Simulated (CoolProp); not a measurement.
A single-stage vapour-compression cycle with chloromethane (R40): evaporating at 287.15 K (dew point), condensing at 317.15 K (bubble point), superheat 2 K, subcooling 8 K, compressor efficiency 0.75, no pressure losses. Each further row changes one setting.

The numbers come from the reference Helmholtz-energy equation of state, Thol 2014 in CoolProp.

```csv
case,cooling COP,pressure ratio,discharge temperature (K),refrigerating effect (kJ/kg),volumetric capacity (kJ/m³)
as stated,6.61,2.34,357.0,353,3350
evaporating temperature 292.15 K,8.20,2.00,?,?,?
condensing temperature 312.15 K,8.08,?,346.2,361,3430
subcooling 13 K,?,2.34,357.0,361,3430
superheat 12 K,?,2.34,368.8,363,3290
compressor efficiency 0.65,5.73,2.34,?,353,3350
```

Some entries are withheld; supply them.


- evaporating temperature 292.15 K, discharge temperature (K): 349.6
- evaporating temperature 292.15 K, refrigerating effect (kJ/kg): 355
- evaporating temperature 292.15 K, volumetric capacity (kJ/m³): 3910
- condensing temperature 312.15 K, pressure ratio: 2.06
- subcooling 13 K, cooling COP: 6.77
- superheat 12 K, cooling COP: 6.50
- compressor efficiency 0.65, discharge temperature (K): 364.8
